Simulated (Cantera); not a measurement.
Input (Python, Cantera):

```python
import numpy as np
import cantera as ct

gas = ct.Solution("gri30.yaml")


def delay(T, t_max=10):
    gas.TPX = T, 920000, {'C3H8': 1, 'O2': 5.49, 'N2': 28.6}
    reactor = ct.IdealGasConstPressureReactor(gas, clone=False)
    net = ct.ReactorNet([reactor])
    net.rtol, net.atol = 1e-8, 1e-16
    while net.time < t_max:
        t_old, T_old = net.time, reactor.T
        net.step()
        if reactor.T > T + 400:  # ignition: a rise of 400 K
            return t_old + (T + 400 - T_old) / (reactor.T - T_old) * (net.time - t_old)
    return np.nan


taus = []
for T in [1048, 1098, 1148, 1198, 1248, 1298, 1348]:
    taus.append(delay(T))
    print(f"T0 = {T:6g} K   tau = {taus[-1]:.4e} s")
```

Output:

```
T0 =   1048 K   tau = 3.8561e-02 s
T0 =   1098 K   tau = 1.4777e-02 s
T0 =   1148 K   tau = 5.7197e-03 s
T0 =   1198 K   tau = 2.2553e-03 s
T0 =   1248 K   tau = 9.2023e-04 s
T0 =   1298 K   tau = 3.9491e-04 s
T0 =   1348 K   tau = 1.8051e-04 s
```

Cantera simulation using GRI-Mech 3.0 (53 species, 325 reactions); the numbers are that mechanism's predictions, not measurements. GRI-Mech 3.0 was tuned for natural gas; its chemistry of propane as a main component is partial and can be far from experiment.
